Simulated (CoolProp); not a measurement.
Saturation properties of chloromethane (R40) (Tc = 418.6 K, pc = 6.929 MPa, ω = 0.150).

The numbers come from the reference Helmholtz-energy equation of state, Thol 2014 in CoolProp.

| T (K) | p (MPa) | enthalpy of vaporisation (kJ/kg) | liquid cp (kJ/(kg K)) | vapour Z | surface tension (mN/m) |
|---|---|---|---|---|---|
| 333.6 | 1.440 | 325.2 | 1.755 | 0.8054 | 9.96 |
| 336.1 | 1.525 | 321.3 | 1.769 | 0.7981 | 9.60 |
| 338.5 | 1.609 | 317.5 | 1.783 | 0.7910 | 9.25 |
| 341 | 1.700 | 313.4 | 1.799 | 0.7834 | 8.89 |
| 343.5 | 1.796 | 309.3 | 1.816 | 0.7757 | 8.53 |
| 346 | 1.894 | 305.0 | 1.834 | 0.7677 | 8.18 |
| 348.5 | 1.997 | 300.7 | 1.853 | 0.7596 | 7.82 |
| 350.9 | 2.100 | 296.4 | 1.873 | 0.7516 | 7.49 |
| 353.4 | 2.211 | 291.9 | 1.895 | 0.7431 | 7.14 |
| 355.9 | 2.326 | 287.3 | 1.919 | 0.7344 | 6.80 |
| 358.4 | 2.445 | 282.5 | 1.946 | 0.7254 | 6.46 |
| 360.9 | 2.569 | 277.6 | 1.974 | 0.7162 | 6.12 |
| 363.3 | 2.692 | 272.8 | 2.004 | 0.7072 | 5.80 |
| 365.8 | 2.825 | 267.6 | 2.037 | 0.6976 | 5.47 |
| 368.3 | 2.962 | 262.3 | 2.075 | 0.6877 | 5.14 |

It boils at 249.2 K under 1 atm.

Surface tension comes from a separate correlation (Mulero 2014).
